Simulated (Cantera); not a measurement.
Charge: 1 mol B, 7.5 mol H2, 89 mol N2, held at 2050 K and 1.00 bar.

These are equilibrium values from Cantera (NASA tables, ideal gas, pure condensed phases), not measurements of a reactor. Candidate condensed phases: B, BN; 15 gas species. Kinetics and transport are ignored.

Base state: N2 0.922, H2 0.0778, H 0.000633 (mole fractions); condensed: BN(s).

### Question
What changes in the equilibrium state with this change: B replaced by BCl3?

### Answer
| species | before | after |
|---|---|---|
| N2 | 0.922 | 0.907 |
| H2 | 0.0778 | 0.0614 |
| HCl | 0 | 0.0304 |
| BCl | 0 | 6.32e-5 |
| Cl | 0 | 0.000206 |
| BCl2 | 0 | 1.26e-5 |
| H | 0.000633 | 0.000562 |
| BN(s), mol | 1.000 | 0.992 |
The tables' values for BCl, BCl2 are old estimates; treat these amounts as uncertain. Further candidate phases: NH4Cl.
